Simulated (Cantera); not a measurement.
An adiabatic, constant-volume homogeneous reactor starts with 5.34 % CH4, 0.203 % CO, 19.3 % O2, 72.6 % N2, 2.62 % H2O, equivalence ratio 0.56, at 1350 K and 10.0 bar.

Model: GRI-Mech 3.0 (53 species, 325 reactions), integrated in Cantera.

### Question
Predict: time of steepest temperature rise; temperature at 0.700 s; equilibrium temperature; x(CO) at 0.700 s; x(O2) at 0.700 s; x(H) at 0.700 s.

### Answer
- time of steepest temperature rise: 0.662 ms
- temperature at 0.700 s: 2613 K
- equilibrium temperature: 2613 K
- x(CO) at 0.700 s: 0.00283 (gas-phase equilibrium 0.00283)
- x(O2) at 0.700 s: 0.0757 (gas-phase equilibrium 0.0757)
- x(H) at 0.700 s: 0.000301 (gas-phase equilibrium 0.000301)
